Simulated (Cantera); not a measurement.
Feed: 1 mol Si, 16 mol HBr, equilibrated at 1573 K and 7.30 mbar.

Equilibrium computed with Cantera from the NASA thermochemical tables; the gas is ideal and each condensed phase is pure. Candidate condensed phases: Br2, Si; 19 gas species. The tables' values for SiBr3 are old estimates; treat these amounts as uncertain. Equilibrium is a limit: real reactors are often held back by kinetics, nucleation or transport.

Base state: HBr 0.748, H2 0.108, Br 0.0836, SiBr2 0.0525, SiBr4 0.00397, SiBr3 0.00374, Br2 0.000272, H 0.000156 (mole fractions); condensed: gas only.

**Question.** What changes in the equilibrium state with this change: temperature from 1573 K to 1700 K?

**Answer.** 
```
species    before     after
-------  --------  --------
HBr         0.748     0.649
Br         0.0836     0.156
H2          0.108     0.137
SiBr2      0.0525    0.0554
SiBr4     0.00397  0.000532
SiBr      8.78e-6   4.98e-5
H        0.000156  0.000638
```
The tables' values for SiBr3, SiBr are old estimates; treat these amounts as uncertain.
